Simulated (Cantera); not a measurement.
An adiabatic, constant-pressure homogeneous reactor starts with CH₄ : O₂ : N₂ : H₂O = 1 : 1.05 : 8.74 : 0.35 (molar parts), equivalence ratio 1.9, at 1348 K and 1.01 bar. Integrator tolerance rtol = 1e-08.

Model: GRI-Mech 3.0 (53 species, 325 reactions), integrated in Cantera.

Question: What does this change do: pressure from 1.01 bar to 5.00 bar?

Answer: 
```csv
quantity,before,after
time of steepest temperature rise,22.0 ms,5.84 ms
temperature at 5.00 s,2026 K,2028 K
equilibrium temperature,2026 K,2028 K
x(CH₄) at 5.00 s,1.74e-11 (gas-phase equilibrium 2.01e-11),4.24e-10 (gas-phase equilibrium 4.84e-10)
x(O₂) at 5.00 s,1.61e-7 (gas-phase equilibrium 1.61e-7),3.37e-8 (gas-phase equilibrium 3.37e-8)
x(H₂O) at 5.00 s,0.104 (gas-phase equilibrium 0.104),0.104 (gas-phase equilibrium 0.104)
x(H₂) at 5.00 s,0.0904 (gas-phase equilibrium 0.0904),0.0906 (gas-phase equilibrium 0.0906)
x(NO) at 5.00 s,6.95e-6 (gas-phase equilibrium 6.93e-6),3.19e-6 (gas-phase equilibrium 3.19e-6)
```
